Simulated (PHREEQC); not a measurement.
Ca(OH)2 is added in steps, without added water, to 1 kg of water holding 16 mmol/kgw Pb(NO3)2, 0.72 mmol/kgw CaCl2 and 45 mmol/kgw Na2SO4, at 5 °C. O2 is buffered at 0.21 atm. The system is closed to CO2. The run lets Gypsum, Portlandite, Pb(OH)2, Anglesite, Cotunnite, Laurionite, Larnakite, Halite, Mirabilite precipitate or redissolve, and no other solid.

Base run: PHREEQC, ion-association model, wateq4f.dat. Each further column changes one thing. The table gives pH.

```
Ca(OH)2 added (mol)   base  diluted 100-fold with water  Na2SO4 from 0.045 to 0.0495 mol/kgw  diluted 2-fold with water
-------------------  -----  ---------------------------  -----------------------------------  -------------------------
0                     6.87                         6.04                                 6.90                       6.75
0.02333              12.68                        13.16                                12.69                      12.97
0.04667              13.27                        13.34                                13.27                      13.33
0.07                 13.40                        13.34                                13.42                      13.35
0.09333              13.40                        13.34                                13.42                      13.35
0.1167               13.40                        13.34                                13.42                      13.35
0.14                 13.40                        13.34                                13.42                      13.35
```

Constants without temperature data keep their 25 °C values here. The database's Pb(OH)2 solid is less soluble than what usually precipitates.
